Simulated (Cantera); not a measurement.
## Ammonia decomposition in nitride growth gas

An isothermal, constant-pressure homogeneous reactor starts with 82.6 % NH3, 10.7 % H2, 6.61 % N2, at 1975 K and 18.0 Torr.

Detailed kinetics in Cantera: the gas-phase N/H chemistry of the illustrative SiF4/NH3 mechanism in the Surface Chemkin manual (1991). Walls and surfaces, which speed up NH3 decomposition in real reactors, are not modelled.

```csv
t (s),x NH3,x H2,x H,x N2,x N2H2,x N
2.00e-6,0.826,0.107,2.20e-7,0.0661,<1e-12,<1e-12
5.97e-6,0.826,0.107,3.83e-7,0.0661,<1e-12,<1e-12
1.78e-5,0.826,0.107,5.68e-7,0.0661,9.83e-12,<1e-12
5.32e-5,0.826,0.107,1.06e-6,0.0661,2.47e-10,<1e-12
0.000159,0.826,0.107,2.51e-6,0.0661,4.51e-9,1.82e-11
0.000475,0.826,0.107,6.84e-6,0.0661,6.12e-8,1.04e-9
0.00142,0.826,0.108,1.95e-5,0.0661,7.44e-7,2.95e-8
0.00423,0.824,0.109,4.87e-5,0.0663,6.19e-6,3.03e-7
0.0126,0.816,0.115,6.38e-5,0.0682,1.00e-5,5.12e-7
0.0377,0.791,0.134,7.44e-5,0.0741,9.53e-6,5.69e-7
0.113,0.722,0.186,0.000104,0.0905,8.22e-6,6.92e-7
0.336,0.560,0.310,0.000184,0.129,5.58e-6,8.82e-7
1.00,0.296,0.511,0.000367,0.192,2.31e-6,1.04e-6
3.00,0.0708,0.683,0.000757,0.245,3.90e-7,1.05e-6
```
x: mole fraction; the columns are a selection and need not sum to one.

Equilibrium at this temperature and pressure: NH3 1.60e-7, H2 0.731, H 0.00760, N2 0.261, N2H2 <1e-12, N 2.06e-9 (gas phase only).
